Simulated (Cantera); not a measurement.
Feed: 1 mol Ta, 1.8 mol CH4, 2.8 mol N2, 17 mol N2O, equilibrated at 2475 °C and 0.00150 Torr.

Cantera equilibrium calculation (NASA polynomials, part measured and part estimated; ideal gas, pure solids and liquids). Candidate condensed phases: C, C6H6, C7H8, C8H18, H2O, Ta, TaC, Ta2O5; 139 gas species. Rates play no part.

Task: What is the equilibrium state?

Result: 
```
Property                                    Value
--------------------------------------  ---------
x(N2)                                       0.451
x(O)                                        0.319
x(H)                                        0.164
x(CO)                                      0.0411
x(TaO)                                     0.0187
x(TaO2)                                   0.00415
x(N)                                      0.00112
x(NO)                                    0.000577
x(O2)                                    0.000105
gas amount                              43.82 mol
log10 activity of Ta(s) (absent)            -3.42
log10 activity of C(graphite) (absent)      -8.85
log10 activity of TaC(s) (absent)           -9.60
```
